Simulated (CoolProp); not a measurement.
Values from CoolProp's reference Helmholtz-energy equation of state, Lemmon 2013.

Question: For propylene, give the phase and the speed of sound (m/s), Prandtl number at 123.55 °C and 0.248 MPa; 167.15 °C and 0.248 MPa; 196.25 °C and 0.248 MPa.

Answer: 
- 123.55 °C and 0.248 MPa: gas; speed of sound 292, Prandtl number 0.763
- 167.15 °C and 0.248 MPa: gas; speed of sound 308, Prandtl number 0.756
- 196.25 °C and 0.248 MPa: gas; speed of sound 317, Prandtl number 0.752

Viscosity comes from a separate model (Huber 2003), an estimate that may be off by 10 % or more. Thermal conductivity comes from a separate model (Huber 2003), an estimate that may be off by 10 % or more.
